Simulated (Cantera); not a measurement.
Charge: 1 mol Si, 3.6 mol SF6, equilibrated at 1200 °C and 1.20 Pa.

Equilibrium computed with Cantera from the NASA thermochemical tables; the gas is ideal and each condensed phase is pure. Candidate condensed phases: S, Si; 21 gas species. The tables' values for SF3, S2F2 (SSF2) are old estimates; treat these amounts as uncertain. Equilibrium is a limit: real reactors are often held back by kinetics, nucleation or transport.

Base state: F 0.695, SF2 0.229, SiF4 0.0667, SF3 0.00406, SF 0.00346, S2F2 (SSF2) 0.00124, SF4 0.000765, S2 0.000192 (mole fractions); condensed: gas only.

What changes in the equilibrium state with this change: 0.41 mol H2O added?


```
species    before     after
-------  --------  --------
F           0.695     0.646
SF2         0.229     0.206
SiF4       0.0667    0.0655
HF              0    0.0537
SOF2            0    0.0110
SO2             0   0.00728
SO              0   0.00125
SF4      0.000765  0.000596
SF3       0.00406   0.00340
S2       0.000192  0.000207
```
The tables' values for SOF2, SF3, S2F2 (SSF2) are old estimates; treat these amounts as uncertain. Further candidate phases: H2O, H2SO4, SiO2.
